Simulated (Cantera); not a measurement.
An isothermal, constant-pressure homogeneous reactor starts with CO : O2 : H2O : N2 = 0.019 : 0.097 : 0.0091 : 1 (molar parts), equivalence ratio 0.098, at 998 K and 0.132 atm.

Cantera simulation using GRI-Mech 3.0 (53 species, 325 reactions); the numbers are that mechanism's predictions, not measurements.

x: mole fraction; the columns are a selection and need not sum to one.

```
t (s)           x CO    x O2    x H2O        x NO         x H
--------  ----------  ------  -------  ----------  ----------
4.00e-5       0.0169  0.0862  0.00809      <1e-12      <1e-12
0.000189      0.0169  0.0862  0.00809      <1e-12      <1e-12
0.000894      0.0169  0.0862  0.00809      <1e-12    2.04e-12
0.00423       0.0169  0.0862  0.00809      <1e-12    3.89e-11
0.0200        0.0169  0.0862  0.00809      <1e-12     3.96e-9
0.0946    (withheld)  0.0818  0.00801  (withheld)  (withheld)
0.447       0.000448  0.0786  0.00815     3.84e-8     9.46e-7
2.11         1.72e-5  0.0784  0.00816     3.79e-8     8.78e-9
10.0      (withheld)  0.0784  0.00816     3.84e-8    7.07e-11
```

Task: Some entries are withheld; supply them.

Result: 
- 0.0946, x CO: 0.00758
- 0.0946, x NO: 2.74e-8
- 0.0946, x H: 5.98e-5
- 10.0, x CO: 5.18e-7
